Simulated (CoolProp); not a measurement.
Vapour-liquid equilibrium of R125 (1) + R134a (2) at 8.39 bar; x and y are mole fractions of (1).

Model: multi-fluid Helmholtz-energy mixture model, Lemmon 2005 and Tillner-Roth 1994; pair parameters Lemmon 2004, in CoolProp.

Give the bubble temperature and the first vapour's composition at x = 0.55, 0.65, 0.75. Is there an azeotrope?

x = 0.55: 289.9 K, y = 0.689; x = 0.65: 287.6 K, y = 0.771; x = 0.75: 285.4 K, y = 0.844. No azeotrope shows between x = 0.05 and 0.95.

Pair parameters are fitted to limited data, so mixtures are less certain than the pure fluids.
